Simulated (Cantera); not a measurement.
Charge: 1 mol CH₃SiCl₃, 0.11 mol HCl, 3.4 mol H₂, 0.012 mol C₂H₄, held at 2173 K and 0.0550 bar.

Equilibrium computed with Cantera from the NASA thermochemical tables; the gas is ideal and each condensed phase is pure. Candidate condensed phases: C, C₆H₆, C₇H₈, C₈H₁₈, Si, SiC; 109 gas species. The feed counts by its element totals alone. The tables' values for SiCl, SiCl₃ are old estimates; treat these amounts as uncertain. Gases not in the tables: Si₂H₆ and higher silanes. Rates play no part.

Base state: H₂ 0.561, HCl 0.366, SiCl₂ 0.0468, H 0.0154, Cl 0.00734, C₂H₂ (acetylene) 0.00124, SiCl 0.000803, SiCl₃ 0.000706 (mole fractions); condensed: C(graphite) + SiC(s).

Q: What changes in the equilibrium state with this change: temperature from 2173 K to 1723.15 K?

A: 
```
species             before     after
----------------  --------  --------
H₂                   0.561     0.547
HCl                  0.366     0.430
SiCl₂               0.0468    0.0195
H                   0.0154  0.000576
SiC₂               4.40e-5   2.73e-9
Si₂C               2.71e-5   2.07e-9
Si                0.000508   2.99e-7
SiH                4.16e-5   7.46e-8
SiCl              0.000803   5.67e-6
C(graphite), mol     0.331     0.166
SiC(s), mol          0.676     0.858
```
The tables' values for SiCl₃ are old estimates; treat these amounts as uncertain.
